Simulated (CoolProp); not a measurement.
The numbers come from the reference Helmholtz-energy equation of state, Lemmon 2016 in CoolProp.

**Question.** For R227EA, give the phase and the viscosity (µPa s), Prandtl number at 135.95 °C and 58.2 kPa.

**Answer.** 
- 135.95 °C and 58.2 kPa: gas; viscosity 15.8, Prandtl number 0.697

Viscosity comes from a separate model (Huber 2003), an estimate that may be off by 10 % or more. Thermal conductivity comes from a separate model (Huber 2003), an estimate that may be off by 10 % or more.
